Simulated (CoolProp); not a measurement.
The fluid at 445.68 K and 5.45 MPa flows at 0.19 m/s in a round tube of 100 mm bore and 45 µm roughness, fully developed (64/Re and Nu = 3.66 if laminar; Colebrook and Gnielinski if turbulent). The same conditions are run with several fluids, on thermodynamics alone (safety and materials aside).

Model: reference Helmholtz-energy equation of state of each fluid (methane: Setzmann 1991; isobutane: Bücker 2006; R507A: Lemmon 2003; R13: Platzer 1990; R407C: Lemmon 2003), in CoolProp. The equations of Platzer and Polt are older, rougher fits. Blends and air are pseudo-pure fits.

| fluid | Reynolds number | Darcy friction factor | pressure drop (Pa/m) | heat-transfer coefficient (W/(m² K)) | mass flow (kg/h) |
|---|---|---|---|---|---|
| methane | 27900 | 0.0250 | 0.107 | 43.7 | 128 |
| isobutane | 165000 | 0.0189 | 0.619 | 292 | 972 |
| R507A | 153000 | 0.0191 | 0.631 | 109 | 984 |
| R13 | 140000 | 0.0193 | 0.600 | 76.7 | 926 |
| R407C | 134000 | 0.0194 | 0.556 | 95.6 | 854 |

Transport values come from each fluid's own correlations; those of R13 are estimates that may be off by 10 % or more.
